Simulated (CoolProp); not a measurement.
Saturation properties of fluorine (Tc = 144.4 K, pc = 5.240 MPa, ω = 0.045).

The numbers come from the reference Helmholtz-energy equation of state, de Reuck 1990 in CoolProp.

| T (K) | p (MPa) | liquid density (kg/m³) | vapour density (kg/m³) | enthalpy of vaporisation (kJ/kg) | liquid cp (kJ/(kg K)) | surface tension (mN/m) |
|---|---|---|---|---|---|---|
| 68.4 | 0.008977 | 1613 | 0.6035 | 188.3 | 1.480 | 18.2 |
| 70.5 | 0.01307 | 1599 | 0.8544 | 186.7 | 1.481 | 17.6 |
| 72.6 | 0.01859 | 1586 | 1.182 | 185.0 | 1.484 | 17.0 |
| 74.7 | 0.02586 | 1572 | ___ | 183.3 | 1.486 | 16.4 |
| 76.8 | 0.03527 | 1558 | 2.134 | ___ | 1.490 | 15.8 |
| 79 | 0.04787 | 1543 | ___ | 179.8 | 1.494 | 15.2 |
| 81.1 | 0.06300 | 1529 | 3.641 | ___ | 1.499 | 14.6 |
| 83.2 | 0.08168 | 1515 | 4.625 | 176.1 | 1.505 | 14.0 |
| 85.3 | 0.1044 | 1500 | 5.800 | 174.1 | 1.512 | 13.4 |
| 87.4 | 0.1318 | 1485 | 7.190 | 172.1 | 1.519 | 12.8 |
| 89.5 | 0.1644 | 1470 | 8.818 | 170.0 | 1.527 | 12.3 |
| 91.6 | 0.2028 | 1455 | 10.71 | 167.9 | 1.537 | 11.7 |
| 93.8 | 0.2500 | 1438 | 13.01 | 165.5 | 1.548 | 11.1 |

Problem. Fill in the missing entries.

Solution. 
- 74.7, vapour density (kg/m³): 1.603
- 76.8, enthalpy of vaporisation (kJ/kg): 181.6
- 79, vapour density (kg/m³): 2.827
- 81.1, enthalpy of vaporisation (kJ/kg): 177.9

It boils at 85.0 K under 1 atm.

Surface tension comes from a separate correlation (Mulero 2012).
